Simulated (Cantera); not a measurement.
A perfectly stirred reactor is fed with CO : H₂ : CH₄ : O₂ : N₂ : H₂O = 1 : 0.09 : 0.49 : 2.68 : 10.1 : 4.1 (molar parts), equivalence ratio 0.57, at 5.00 bar; it is adiabatic with a 725 K inlet, and is followed from long to short residence time, starting on the burning branch (τ in s: 0.2, 0.075, 0.028, 0.01, 0.0037, 0.0014, 0.00051, 0.00019, 6.9e-05, 2.5e-05, 9.4e-06).

Cantera simulation using GRI-Mech 3.0 (53 species, 325 reactions); the numbers are that mechanism's predictions, not measurements.

Q: What does this change do: pressure from 5.00 bar to 1.00 bar?

A: 
| quantity | before | after |
|---|---|---|
| blow-out, bracketed by the residence times tried | burning at 0.510 ms, out at 0.190 ms | burning at 0.510 ms, out at 0.190 ms |
| x(CO) at τ = 0.200 s | 8.44e-5 | 0.000243 |
| x(H₂) at τ = 0.200 s | 2.45e-5 | 0.000107 |
| x(CH₄) at τ = 0.200 s | 2.20e-6 | 4.01e-6 |
| x(NO) at τ = 0.200 s | 3.95e-6 | 4.11e-6 |
| x(C₂H₂) at τ = 0.200 s | 5.68e-10 | 6.97e-10 |
| x(CO) at τ = 1.40 ms | 0.00344 | 0.00668 |
| x(H₂) at τ = 1.40 ms | 0.000447 | 0.00207 |
| x(CH₄) at τ = 1.40 ms | 8.54e-5 | 0.000111 |
| x(NO) at τ = 1.40 ms | 1.31e-6 | 2.20e-6 |
| x(C₂H₂) at τ = 1.40 ms | 1.36e-7 | 1.66e-8 |

Q: What does this change do: inlet temperature 725 to 700 K?

A: 
```csv
quantity,before,after
"blow-out, bracketed by the residence times tried","burning at 0.510 ms, out at 0.190 ms","burning at 0.510 ms, out at 0.190 ms"
x(CO) at τ = 0.200 s,8.44e-5,8.87e-5
x(H₂) at τ = 0.200 s,2.45e-5,2.24e-5
x(CH₄) at τ = 0.200 s,2.20e-6,2.51e-6
x(NO) at τ = 0.200 s,3.95e-6,2.81e-6
x(C₂H₂) at τ = 0.200 s,5.68e-10,7.91e-10
x(CO) at τ = 1.40 ms,0.00344,0.00374
x(H₂) at τ = 1.40 ms,0.000447,0.000451
x(CH₄) at τ = 1.40 ms,8.54e-5,9.61e-5
x(NO) at τ = 1.40 ms,1.31e-6,1.08e-6
x(C₂H₂) at τ = 1.40 ms,1.36e-7,1.68e-7
```

Q: What does this change do: inlet temperature 725 to 650 K?

A: 
| quantity | before | after |
|---|---|---|
| blow-out, bracketed by the residence times tried | burning at 0.510 ms, out at 0.190 ms | burning at 1.40 ms, out at 0.510 ms |
| x(CO) at τ = 0.200 s | 8.44e-5 | 0.000101 |
| x(H₂) at τ = 0.200 s | 2.45e-5 | 1.94e-5 |
| x(CH₄) at τ = 0.200 s | 2.20e-6 | 3.24e-6 |
| x(NO) at τ = 0.200 s | 3.95e-6 | 1.48e-6 |
| x(C₂H₂) at τ = 0.200 s | 5.68e-10 | 1.48e-9 |
| x(CO) at τ = 1.40 ms | 0.00344 | 0.00459 |
| x(H₂) at τ = 1.40 ms | 0.000447 | 0.000472 |
| x(CH₄) at τ = 1.40 ms | 8.54e-5 | 0.000128 |
| x(NO) at τ = 1.40 ms | 1.31e-6 | 6.95e-7 |
| x(C₂H₂) at τ = 1.40 ms | 1.36e-7 | 2.76e-7 |
